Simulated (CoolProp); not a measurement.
Dodecamethylpentasiloxane (MD3M) at 462.68 K and 0.00526 MPa is throttled through a valve to 0.00235 MPa with no heat exchange. Each further row changes one setting.

Values from CoolProp's reference Helmholtz-energy equation of state, Thol 2019.

```
case                          final density (kg/m³)
----------------------------  ---------------------
as stated                                     0.236
outlet pressure 0.000705 MPa                 0.0706
outlet pressure 0.00306 MPa                   0.307
```
